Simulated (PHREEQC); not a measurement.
PHREEQC input (ion-association model, wateq4f.dat):

```
PHASES
  Fix_H+
    H+ = H+
    -log_k 0
SOLUTION 1
  temp 25
  units mol/kgw
  pH 7 charge
  Cl 0.001
  Na 0.001
END
SELECTED_OUTPUT 1
  -reset false
  -pH true
  -pe true
  -ionic_strength true
  -water true
  -totals Ag Br Cl Na
  -molalities H+ Ag+ Br- Cl- Na+ O2 OH- AgBr AgBr2- AgCl
    AgCl2- AgCl3-2 AgCl4-3 AgOH Ag(OH)2- AgBr3-2
  -equilibrium_phases Bromyrite Cerargyrite Ag2O
PRINT
  -reset false
USE solution 1
EQUILIBRIUM_PHASES 1
  Fix_H+ -4 HCl 10
    -force_equality true
  Bromyrite 0 0.01
  Cerargyrite 0 0
  Ag2O 0 0
  O2(g) -0.68 10
END
# ... the last block is repeated for the other 20 points of pH, with NaOH or the acid as the point needs
```

Selected output (columns that matter, 21 of 21 rows; pH added in front):

```
pH	mu	Ag	Br	Cl	Na	m_H+	m_Br-	m_Cl-	m_Na+	m_OH-	m_AgCl	m_AgOH	Bromyrite	Cerargyrite
4	0.0011038	5.5106e-07	3.3321e-06	0.0011008	0.001	0.00010362	3.3227e-06	0.0011004	0.001	1.0394e-10	3.3105e-07	1.6773e-15	0.0099967	2.781e-06
4.45	0.0010369	5.5967e-07	3.1308e-06	0.0010342	0.001	3.6728e-05	3.1214e-06	0.0010338	0.001	2.9261e-10	3.3105e-07	5.0267e-15	0.0099969	2.5711e-06
4.9	0.0010132	5.6306e-07	3.0595e-06	0.0010105	0.001	1.3027e-05	3.0501e-06	0.0010101	0.001	8.2435e-10	3.3105e-07	1.4493e-14	0.0099969	2.4964e-06
5.35	0.0010048	5.6431e-07	3.0342e-06	0.0010021	0.001	4.6215e-06	3.0248e-06	0.0010018	0.001	2.323e-09	3.3105e-07	4.1182e-14	0.009997	2.4699e-06
5.8	0.0010018	5.6476e-07	3.0252e-06	0.00099917	0.001	1.6397e-06	3.0158e-06	0.00099878	0.001	6.5468e-09	3.3105e-07	1.1641e-13	0.009997	2.4604e-06
6.25	0.0010008	5.6493e-07	3.022e-06	0.00099811	0.001	5.8177e-07	3.0126e-06	0.00099771	0.001	1.8451e-08	3.3105e-07	3.2842e-13	0.009997	2.457e-06
6.7	0.0010004	5.6499e-07	3.0207e-06	0.0009977	0.001	2.0642e-07	3.0113e-06	0.0009973	0.001	5.2002e-08	3.3105e-07	9.2599e-13	0.009997	2.4557e-06
7.15	0.0010003	5.6502e-07	3.0203e-06	0.00099754	0.0010001	7.3241e-08	3.0109e-06	0.00099715	0.0010001	1.4656e-07	3.3105e-07	2.6102e-12	0.009997	2.4553e-06
7.6	0.0010006	5.6502e-07	3.0203e-06	0.00099754	0.0010004	2.5987e-08	3.0109e-06	0.00099715	0.0010004	4.1307e-07	3.3105e-07	7.3566e-12	0.009997	2.4552e-06
8.05	0.0010014	5.6504e-07	3.0203e-06	0.00099754	0.0010012	9.2206e-09	3.0109e-06	0.00099715	0.0010012	1.1642e-06	3.3105e-07	2.0734e-11	0.009997	2.4552e-06
8.5	0.0010035	5.6509e-07	3.0203e-06	0.00099754	0.0010033	3.2717e-09	3.0109e-06	0.00099715	0.0010033	3.2813e-06	3.3105e-07	5.8438e-11	0.009997	2.4552e-06
8.95	0.0010094	5.6524e-07	3.0203e-06	0.00099754	0.0010092	1.1609e-09	3.0109e-06	0.00099715	0.0010092	9.2488e-06	3.3105e-07	1.6472e-10	0.009997	2.455e-06
9.4	0.0010263	5.6565e-07	3.0203e-06	0.00099755	0.0010261	4.1203e-10	3.0109e-06	0.00099715	0.0010261	2.6074e-05	3.3105e-07	4.6437e-10	0.009997	2.4546e-06
9.85	0.0010737	5.668e-07	3.0202e-06	0.00099755	0.0010735	1.463e-10	3.0108e-06	0.00099715	0.0010735	7.3546e-05	3.3105e-07	1.3098e-09	0.009997	2.4534e-06
10.3	0.0012079	5.7007e-07	3.0202e-06	0.00099755	0.0012077	5.2009e-11	3.0108e-06	0.00099715	0.0012077	0.00020773	3.3104e-07	3.6993e-09	0.009997	2.4501e-06
10.75	0.0015889	5.7948e-07	3.02e-06	0.00099756	0.0015887	1.8543e-11	3.0106e-06	0.00099716	0.0015887	0.00058869	3.3101e-07	1.0483e-08	0.009997	2.4405e-06
11.2	0.0026804	6.0815e-07	3.0196e-06	0.00099759	0.0026802	6.6512e-12	3.0102e-06	0.00099719	0.0026802	0.0016802	3.3093e-07	2.9908e-08	0.009997	2.4114e-06
11.65	0.0058561	7.1136e-07	3.0182e-06	0.00099769	0.0058559	2.409e-12	3.0088e-06	0.0009973	0.0058559	0.0048557	3.3068e-07	8.6355e-08	0.009997	2.3068e-06
12.1	0.015306	1.2174e-06	3.0144e-06	0.0009982	0.015306	8.8349e-13	3.005e-06	0.00099781	0.015306	0.014305	3.2997e-07	2.5363e-07	0.009997	1.797e-06
12.55	0.04428	3.7462e-06	3.7462e-06	0.001	0.04428	3.2822e-13	3.7369e-06	0.00099968	0.04428	0.043274	2.6246e-07	6.0855e-07	0.0099963	0
13	0.13609	9.9975e-06	9.9975e-06	0.001	0.13609	1.2303e-13	9.9882e-06	0.00099989	0.13609	0.13507	9.406e-08	6.7844e-07	0.00999	0
```
